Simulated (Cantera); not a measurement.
A perfectly stirred reactor is fed with CH₄ : N₂ = 1 : 5 (molar parts), at 0.0118 atm; it is held at 1775 K, and followed from long to short residence time.

Detailed kinetics in Cantera: GRI-Mech 3.0 (53 species, 325 reactions). GRI-Mech 3.0 stops at C3 and has no aromatics, soot or wall deposition, so with more carbon than oxygen in the feed, carbon stays in small species such as C2H2 where larger ones or solid carbon would form. Radical loss at walls, strong at low pressure, is not modelled.

**Question.** Predict: x(CH₄) at τ = 0.310 s; x(C₂H) at τ = 0.310 s; x(C₂H₄) at τ = 0.310 s; x(HCN) at τ = 0.310 s; x(CH₂) at τ = 0.310 s; x(CH₄) at τ = 12.0 ms; x(C₂H) at τ = 12.0 ms; x(C₂H₄) at τ = 12.0 ms; x(HCN) at τ = 12.0 ms; x(CH₂) at τ = 12.0 ms.

**Answer.** 
| Item | Result |
|---|---|
| x(CH₄) at τ = 0.310 s | 0.0482 |
| x(C₂H) at τ = 0.310 s | 7.11e-7 |
| x(C₂H₄) at τ = 0.310 s | 0.00109 |
| x(HCN) at τ = 0.310 s | 3.52e-6 |
| x(CH₂) at τ = 0.310 s | 2.60e-6 |
| x(CH₄) at τ = 12.0 ms | 0.160 |
| x(C₂H) at τ = 12.0 ms | 8.86e-9 |
| x(C₂H₄) at τ = 12.0 ms | 0.00145 |
| x(HCN) at τ = 12.0 ms | 1.93e-9 |
| x(CH₂) at τ = 12.0 ms | 8.71e-7 |
